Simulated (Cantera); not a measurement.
A freely propagating, adiabatic, planar premixed flame of CO : H2 : O2 : N2 = 1 : 0.66 : 0.954 : 3.59 (molar parts), equivalence ratio 0.87, unburnt at 300 K and 4.93 atm; mixture-averaged transport, grid criteria slope 0.08 and curve 0.16, no radiation.

Computed with Cantera and GRI-Mech 3.0 (53 species, 325 reactions). The hydrogen kinetics of GRI-Mech 3.0 are dated; newer H2 mechanisms differ, most at raised pressure. Burning velocities carry a grid error of a few per cent, more on coarse grids.

**Question.** What does this change do: CO 1 to 0.75 parts?

**Answer.** 
```csv
quantity,before,after
laminar burning velocity,53.5 cm/s,39.9 cm/s
thermal thickness,0.0917 mm,0.103 mm
peak x(H),0.00408,0.00228
```

**Question.** What does this change do: inlet temperature 300 to 325 K?

**Answer.** 
| quantity | before | after |
|---|---|---|
| laminar burning velocity | 53.5 cm/s | 61.1 cm/s |
| thermal thickness | 0.0917 mm | 0.0908 mm |
| peak x(H) | 0.00408 | 0.00428 |
